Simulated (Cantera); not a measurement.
A closed system holds: 1 mol C₃H₈, 0.87 mol O₂, 4.1 mol N₂, at 798 K and 503 Torr.

Cantera equilibrium calculation (NASA polynomials, part measured and part estimated; ideal gas, pure solids and liquids). Candidate condensed phases: C, C₆H₆, C₇H₈, C₈H₁₈, H₂O; 136 gas species. Kinetics and transport are ignored.

Base state: N₂ 0.504, H₂ 0.260, H₂O 0.105, CH₄ 0.0631, CO₂ 0.0422, CO 0.0245, NH₃ 0.000193 (mole fractions); condensed: C(graphite).

Problem. What changes in the equilibrium state with this change: temperature from 798 K to 2400 K?

Solution. 
| species | before | after |
|---|---|---|
| N₂ | 0.504 | 0.402 |
| H₂ | 0.260 | 0.383 |
| CO | 0.0245 | 0.176 |
| H₂O | 0.105 | 1.42e-6 |
| H | <1e-9 | 0.0120 |
| HCN | 3.23e-8 | 0.0214 |
| CO₂ | 0.0422 | 1.10e-7 |
| CH₄ | 0.0631 | 1.75e-5 |
| C₂H₂ (acetylene) | <1e-9 | 0.00267 |
| HNC | <1e-9 | 0.00223 |
| CN | <1e-9 | 3.36e-5 |
| C₂N₂ | <1e-9 | 1.67e-5 |
| CH₃ | <1e-9 | 1.01e-5 |
| C(graphite), mol | 1.94 | 0.971 |

Problem. What changes in the equilibrium state with this change: N₂ from 4.1 to 16 mol?

Solution. 
| species | before | after |
|---|---|---|
| N₂ | 0.504 | 0.786 |
| H₂ | 0.260 | 0.131 |
| H₂O | 0.105 | 0.0341 |
| CH₄ | 0.0631 | 0.0158 |
| CO₂ | 0.0422 | 0.0177 |
| CO | 0.0245 | 0.0159 |
| NH₃ | 0.000193 | 8.54e-5 |
| C(graphite), mol | 1.94 | 1.99 |

Problem. What changes in the equilibrium state with this change: pressure from 503 Torr to 1.00 Torr?

Solution. 
```
species             before     after
----------------  --------  --------
N₂                   0.504     0.419
H₂                   0.260     0.406
CO                  0.0245     0.168
H₂O                  0.105   0.00224
CH₄                 0.0631  0.000306
CO₂                 0.0422   0.00396
NH₃               0.000193   6.82e-7
C(graphite), mol      1.94      1.32
```
